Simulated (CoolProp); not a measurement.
A closed Brayton cycle with dry air: compressor inlet 316.15 K and 1.8 MPa, high pressure 6.18 MPa, turbine inlet 695 K, compressor efficiency 0.89, turbine efficiency 0.85, recuperator effectiveness 0.8 (on enthalpy, no pinch check). Each further row changes one setting.

Values from CoolProp's reference Helmholtz-energy equation of state, Lemmon 2000. It is a pseudo-pure fit of the blend.

| case | thermal efficiency (%) | net work (kJ/kg) | compressor to turbine work | compressor exit (K) | turbine exit (K) |
|---|---|---|---|---|---|
| as stated | [?] | 27.9 | 0.84 | 466.4 | 525.7 |
| turbine inlet 645 K | [?] | 14.7 | [?] | 466.4 | [?] |
| compressor inlet 326.15 K | 12.0 | 23.0 | 0.87 | 480.8 | 525.7 |
| high pressure 5.25 MPa | 16.9 | [?] | 0.81 | [?] | 545.3 |
| recuperator effectiveness 0.5 | 13.1 | 27.9 | 0.84 | 466.4 | 525.7 |

Fill in the missing entries.


- as stated, thermal efficiency (%): 14.3
- turbine inlet 645 K, thermal efficiency (%): 8.5
- turbine inlet 645 K, compressor to turbine work: 0.91
- turbine inlet 645 K, turbine exit (K): 486.4
- high pressure 5.25 MPa, net work (kJ/kg): 30.9
- high pressure 5.25 MPa, compressor exit (K): 443.5
